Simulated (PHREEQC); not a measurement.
0.016 g of hydrous ferric oxide (600 m²/g; 0.2 weak and 0.005 strong sites per Fe, Dzombak-Morel constants, diffuse double layer) in 1 kg of water with 0.005 mol/kgw of an inert sodium salt and 4.1e-06 mol SrCl2, at 25 °C; the pH is set by adding NaOH or the inert anion's acid. O2 is buffered at 0.21 atm. CO2 from the air is kept out. No solid was allowed to form.

Base run: PHREEQC, ion-association model, wateq4f.dat. Each further column changes one thing. The table gives surface charge σ (C/m²).

| pH | base | background salt from 0.005 to 0.0005 mol/kgw | oxide from 0.016 to 0.08 g/kgw | 0.00012 mol/kgw ZnSO4 added |
|---|---|---|---|---|
| 4 | 0.182 | 0.097 | (withheld) | 0.033 |
| 4.38 | 0.142 | 0.069 | (withheld) | 0.032 |
| 5.12 | 0.082 | 0.034 | 0.082 | 0.027 |
| 5.5 | 0.060 | 0.023 | 0.060 | 0.025 |
| 6.25 | 0.029 | (withheld) | 0.029 | 0.019 |
| 6.62 | 0.020 | 0.007 | 0.020 | 0.017 |
| 7.38 | 0.007 | 0.002 | 0.007 | 0.018 |
| 7.75 | 0.003 | 0.001 | 0.003 | 0.019 |
| 8.5 | -0.003 | -0.001 | -0.003 | 0.016 |
| 8.88 | -0.007 | -0.002 | -0.007 | 0.012 |
| 9.62 | -0.017 | -0.006 | -0.019 | 0.003 |
| 10 | -0.024 | -0.009 | -0.028 | -0.001 |

Problem. What belongs in the gaps?

Solution. 
- 4, oxide from 0.016 to 0.08 g/kgw: 0.183
- 4.38, oxide from 0.016 to 0.08 g/kgw: 0.143
- 6.25, background salt from 0.005 to 0.0005 mol/kgw: 0.010

 In at least one series the solution becomes supersaturated in solids that the run did not let form, among them Zn(OH)2-e, Zn4(OH)6SO4.
